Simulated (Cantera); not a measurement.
Feed: 1 mol SiHCl₃, 0.12 mol HCl, 160 mol N₂, at 0.00340 bar.

Cantera equilibrium calculation (NASA polynomials, part measured and part estimated; ideal gas, pure solids and liquids). Candidate condensed phases: NH₄Cl, Si, Si₃N₄; 28 gas species. N₂ is the only nitrogen source here; it is nearly inert below about 1500 K, so the nitride shown seldom forms there in practice. The tables' values for SiCl₃, SiCl are old estimates; treat these amounts as uncertain. Rates play no part.

x: gas mole fraction; n: condensed amount in mol.

```json
[
 {"T (°C)": "575", "x N₂": "0.990", "x HCl": "0.00649", "x SiCl₂": "(withheld)", "x SiCl₄": "0.00321", "n Si₃N₄(s)": "0.161"},
 {"T (°C)": "675", "x N₂": "0.990", "x HCl": "0.00658", "x SiCl₂": "(withheld)", "x SiCl₄": "0.00319", "n Si₃N₄(s)": "0.162"},
 {"T (°C)": "775", "x N₂": "0.990", "x HCl": "0.00664", "x SiCl₂": "(withheld)", "x SiCl₄": "0.00315", "n Si₃N₄(s)": "0.162"},
 {"T (°C)": "875", "x N₂": "0.990", "x HCl": "0.00667", "x SiCl₂": "(withheld)", "x SiCl₄": "0.00300", "n Si₃N₄(s)": "0.158"},
 {"T (°C)": "975", "x N₂": "0.989", "x HCl": "0.00667", "x SiCl₂": "(withheld)", "x SiCl₄": "0.00231", "n Si₃N₄(s)": "0.132"},
 {"T (°C)": "1075", "x N₂": "0.988", "x HCl": "0.00652", "x SiCl₂": "(withheld)", "x SiCl₄": "0.000749", "n Si₃N₄(s)": "0.0502"},
 {"T (°C)": "1175", "x N₂": "0.987", "x HCl": "0.00625", "x SiCl₂": "0.00566", "x SiCl₄": "0.000105", "n Si₃N₄(s)": "0"},
 {"T (°C)": "1275", "x N₂": "0.987", "x HCl": "0.00641", "x SiCl₂": "0.00588", "x SiCl₄": "3.22e-5", "n Si₃N₄(s)": "0"},
 {"T (°C)": "1375", "x N₂": "0.987", "x HCl": "0.00631", "x SiCl₂": "0.00602", "x SiCl₄": "6.98e-6", "n Si₃N₄(s)": "0"},
 {"T (°C)": "1475", "x N₂": "0.986", "x HCl": "0.00599", "x SiCl₂": "0.00607", "x SiCl₄": "1.29e-6", "n Si₃N₄(s)": "0"}
]
```

Question: Some entries are withheld; supply them.

Answer: 
- 575, x SiCl₂: 2.91e-9
- 675, x SiCl₂: 2.00e-7
- 775, x SiCl₂: 6.05e-6
- 875, x SiCl₂: 9.79e-5
- 975, x SiCl₂: 0.000899
- 1075, x SiCl₂: 0.00375
